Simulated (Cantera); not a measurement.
A perfectly stirred reactor is fed with CH₄ : O₂ : N₂ : H₂ = 1 : 1.82 : 6.84 : 0.34 (molar parts), at 1.09 atm; it is adiabatic with a 575 K inlet, and is followed from long to short residence time, starting on the burning branch (τ in s: 0.042, 0.02, 0.0094, 0.0045, 0.0021, 0.001, 0.00048, 0.00023, 0.00011, 5.2e-05, 2.5e-05).

Computed with Cantera and GRI-Mech 3.0 (53 species, 325 reactions).

One state of this run: T (K) = 2096; x CH₄ = 0.000285; x O₂ = 0.00876; x H = 0.0132; x CH₃ = 0.000168; x NO = 0.000185. x: mole fraction; the columns are a selection and need not sum to one.

Question: Which value of τ (s) does it belong to?
A. 0.00023
B. 0.00011
C. 0.0010
D. 0.0045

Answer: A, 0.00023
